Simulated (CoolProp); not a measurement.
Computed with CoolProp (reference Helmholtz-energy equation of state, de Reuck 1990).

Question: Give the vapour pressure (kPa), vapour density (kg/m³), liquid cp (kJ/(kg K)) of saturated fluorine at 96, 103.6 K.

Answer: 
| T (K) | p (kPa) | vapour density (kg/m³) | liquid cp (kJ/(kg K)) |
|---|---|---|---|
| 96 | 305 | 15.7 | 1.56 |
| 103.6 | 566 | 28.0 | 1.61 |
